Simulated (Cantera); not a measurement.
What does this Cantera script print?

```python
import numpy as np
import cantera as ct

gas = ct.Solution("h2o2.yaml")
gas.TPX = 1075, 1200, {'H2': 0.0069, 'O2': 1}
reactor = ct.IdealGasConstPressureReactor(gas, energy="off", clone=False)
net = ct.ReactorNet([reactor])
net.rtol, net.atol = 1e-08, 1e-18
show = ['H2', 'O2', 'O', 'H2O2', 'OH', 'H2O', 'H']
times = np.geomspace(0.0008, 90, 12)

steps = ct.SolutionArray(gas, extra=["t"])
rows = []
print(f"{'t/s':>10s}{'T/K':>9s}{'P/Pa':>11s}" + "".join(f"{s:>11s}" for s in show))
for t in times:
    while net.time < t:
        t_next = net.step()
        steps.append(gas.state, t=t_next)
    rows.append([np.interp(t, steps.t, y) for y in (steps.T, steps.P, *steps(*show).X.T)])
    print(f"{t:10.3e}{rows[-1][0]:9.1f}{rows[-1][1]:11.4g}" + "".join(f"{x:11.3e}" for x in rows[-1][2:]))
rate = np.gradient(steps.T, steps.t)
print("integrator steps:", len(steps.t))
if steps.T.max() > steps.T[0] + 200:
    print(f"time of steepest temperature rise: {steps.t[rate.argmax()]:.4e} s")
gas.TPX = 1075, 1200, {'H2': 0.0069, 'O2': 1}
gas.equilibrate("TP")
print(f"equilibrium (TP): T = {gas.T:.1f} K  " + "  ".join(f"{s} {gas[s].X[0]:.3e}" for s in show))
```

Result:

```
       t/s      T/K       P/Pa         H2         O2          O       H2O2         OH        H2O          H
 8.000e-04   1075.0       1200  6.853e-03  9.931e-01  3.972e-10  1.918e-14  3.116e-10  1.591e-10  7.957e-11
 2.303e-03   1075.0       1200  6.853e-03  9.931e-01  2.835e-09  1.596e-13  1.837e-09  2.261e-09  3.283e-10
 6.630e-03   1075.0       1200  6.853e-03  9.931e-01  1.214e-07  1.457e-12  7.327e-08  1.318e-07  1.206e-08
 1.908e-02   1075.0       1200  4.490e-03  9.911e-01  1.595e-03  5.535e-08  7.211e-04  1.881e-03  2.405e-04
 5.494e-02   1075.0       1200  2.033e-05  9.883e-01  4.620e-03  1.235e-08  3.245e-04  6.569e-03  2.126e-04
 1.581e-01   1075.0       1200  1.162e-05  9.902e-01  2.729e-03  1.193e-08  2.479e-04  6.682e-03  9.572e-05
 4.553e-01   1075.0       1200  4.092e-06  9.921e-01  9.664e-04  1.094e-08  1.479e-04  6.784e-03  2.019e-05
 1.311e+00   1075.0       1200  8.515e-07  9.929e-01  2.055e-04  8.192e-09  6.841e-05  6.839e-03  1.984e-06
 3.773e+00   1075.0       1200  1.353e-07  9.931e-01  3.361e-05  4.124e-09  2.777e-05  6.862e-03  1.317e-07
 1.086e+01   1075.0       1200  2.166e-08  9.931e-01  5.517e-06  1.333e-09  1.129e-05  6.871e-03  8.791e-09
 3.126e+01   1075.0       1200  4.098e-09  9.931e-01  1.067e-06  3.518e-10  4.971e-06  6.874e-03  7.482e-10
 9.000e+01   1075.0       1200  9.475e-10  9.931e-01  2.508e-07  9.461e-11  2.411e-06  6.875e-03  8.530e-11
integrator steps: 1858
equilibrium (TP): T = 1075.0 K  H2 4.443e-11  O2 9.931e-01  O 1.201e-08  H2O2 5.170e-12  OH 5.271e-07  H2O 6.876e-03  H 8.988e-13
```

Cantera simulation using the H2/O2 subset of GRI-Mech 3.0, which has no nitrogen chemistry; the numbers are that mechanism's predictions, not measurements. Radical loss at walls, strong at low pressure, is not modelled.
